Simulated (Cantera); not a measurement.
Mixture: CO : H2 : O2 : N2 : H2O = 1 : 0.8 : 1.15 : 4.34 : 1.6 (molar parts), at 12.0 bar, adiabatic and at constant pressure. Ignition delay is the time to a rise of 400 K.

Detailed kinetics in Cantera: GRI-Mech 3.0 (53 species, 325 reactions). The hydrogen kinetics of GRI-Mech 3.0 are dated; newer H2 mechanisms differ, most at raised pressure. The pressure lies above the range GRI-Mech 3.0 was tuned for (to about 10 atm).

```csv
quantity,before,after
delay at 1250 K,0.102 ms,0.110 ms
delay at 1300 K,46.8 µs,51.2 µs
delay at 1350 K,21.9 µs,24.5 µs
delay at 1400 K,10.8 µs,12.5 µs
delay at 1450 K,5.99 µs,7.27 µs
delay at 1500 K,3.85 µs,4.81 µs
delay at 1550 K,2.77 µs,3.54 µs
apparent activation energy between 1450 and 1550 K,140 kJ/mol,130 kJ/mol
```

Q: Which change was made?
A. H2 0.8 to 1 parts
B. O2 1.15 to 0.68 parts
C. constant volume in place of constant pressure
D. pressure from 12.0 bar to 1.00 bar

A: B, O2 1.15 to 0.68 parts
